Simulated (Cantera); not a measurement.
# Transport properties of process gases

Gas mixture: 44.2 % CO, 5.23 % CH3OH, 50.5 % C3H8, at 6.60 Torr, frozen composition.

Cantera's kinetic-theory transport with the Lennard-Jones parameters of GRI-Mech 3.0, ideal gas; thermal conductivity in the multicomponent form. Polar gases are described roughly by these parameters. The composition is frozen, though it would react at the higher temperatures.

```tsv
T (K)	ρ (kg/m³)	cp (J/kg/K)	μ (µPa s)	λ (mW/m/K)	Pr	D (cm²/s) C2H2	D (cm²/s) N2	D (cm²/s) OH
400	0.00962	1740	14.2	30.7	0.803	22.6	28.1	42.4
550	0.00700	2137	18.4	48.0	0.820	40.4	49.1	73.9
700	0.00550	2470	22.2	66.3	0.828	62.0	74.4	112
850	0.00453	2739	25.6	84.5	0.831	86.9	103	155
1000	0.00385	2960	28.8	102	0.833	115	136	204
1150	0.00335	3122	31.8	119	0.834	146	172	258
```
D: mixture-averaged diffusion coefficient of that species in the mixture.
